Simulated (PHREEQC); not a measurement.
Dissolve 1.3 mmol/kgw HCl and 1.3 mmol/kgw CuSO4 at 20 °C. Closed to the air; pH follows from the charge balance.

Computed with PHREEQC (ion-association model, phreeqc.dat).

Problem. The ionic strength comes out as 0.00579 mol/kgw. What activity coefficients do Cl-, H+, CuCl+, SO4-2, Cu+2 get?

Solution. Cl- 0.92, H+ 0.93, CuCl+ 0.92, SO4-2 0.73, Cu+2 0.73.

Precipitation was switched off in this run. Species that the database lacks are ignored.
